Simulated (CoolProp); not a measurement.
Values from CoolProp's reference Helmholtz-energy equation of state, Lemmon 2006. It is a short technical equation, of lower accuracy than the large ones.

Q: Give the vapour pressure (MPa), liquid cp (kJ/(kg K)), vapour Z, surface tension (mN/m) of saturated n-nonane at 518.5 K.

A: 
| T (K) | p (MPa) | liquid cp (kJ/(kg K)) | vapour Z | surface tension (mN/m) |
|---|---|---|---|---|
| 518.5 | 0.735 | 3.24 | 0.763 | 4.02 |

Surface tension comes from a separate correlation (Mulero 2012).
